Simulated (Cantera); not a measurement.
Input: 1 mol borazine, 7.6 mol O2, 190 mol N2, 62 mol H2, equilibrated at 1023 K and 43.5 Torr.

Cantera equilibrium calculation (NASA polynomials, part measured and part estimated; ideal gas, pure solids and liquids). Candidate condensed phases: B, BN, B2O3, B3O3H3, H2O; 39 gas species. The feed counts by its element totals alone. Gases not in the tables: H3BO3. Kinetics and transport are ignored.

### Question
What is the equilibrium state?

### Answer
| Quantity | Value |
|---|---|
| x(N2) | 0.747 |
| x(H2) | 0.212 |
| x(H2O) | 0.0416 |
| x((HBO2)3) | 5.08e-5 |
| x(HBO2) | 3.56e-5 |
| x(NH3) | 2.45e-6 |
| n(B2O3(l)) | 1.48 mol |
| gas amount | 256.5 mol |
| log10 activity of B(s) (absent) | -10.17 |
| log10 activity of B3O3H3(s) (absent) | -18.95 |
